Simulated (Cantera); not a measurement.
A perfectly stirred reactor is fed with NH3 : H2 = 1 : 1.4 (molar parts), at 0.0148 atm; it is held at 2398 K, and followed from long to short residence time.

Cantera simulation using the gas-phase N/H chemistry of the illustrative SiF4/NH3 mechanism in the Surface Chemkin manual (1991); the numbers are that mechanism's predictions, not measurements. Walls and surfaces, which speed up NH3 decomposition in real reactors, are not modelled.

What does this change do: pressure from 0.0148 atm to 0.0263 atm?


```
quantity                  before     after
----------------------  --------  --------
x(NH3) at τ = 0.320 s     0.0517    0.0302
x(H2) at τ = 0.320 s       0.815     0.828
x(NH) at τ = 0.320 s     8.58e-5   7.15e-5
x(N2H4) at τ = 0.320 s  3.68e-10  3.14e-10
x(N2) at τ = 0.320 s       0.128     0.136
x(NH3) at τ = 22.0 ms      0.286     0.238
x(H2) at τ = 22.0 ms       0.664     0.695
x(NH) at τ = 22.0 ms    0.000142  0.000129
x(N2H4) at τ = 22.0 ms   3.71e-9   4.86e-9
x(N2) at τ = 22.0 ms      0.0446    0.0616
```

What does this change do: temperature 2398 to 1625 K?


```
quantity                  before     after
----------------------  --------  --------
x(NH3) at τ = 0.320 s     0.0517     0.416
x(H2) at τ = 0.320 s       0.815     0.584
x(NH) at τ = 0.320 s     8.58e-5   5.77e-7
x(N2H4) at τ = 0.320 s  3.68e-10   2.59e-9
x(N2) at τ = 0.320 s       0.128  0.000257
x(NH3) at τ = 22.0 ms      0.286     0.417
x(H2) at τ = 22.0 ms       0.664     0.583
x(NH) at τ = 22.0 ms    0.000142   9.68e-9
x(N2H4) at τ = 22.0 ms   3.71e-9  4.28e-11
x(N2) at τ = 22.0 ms      0.0446   1.88e-7
```
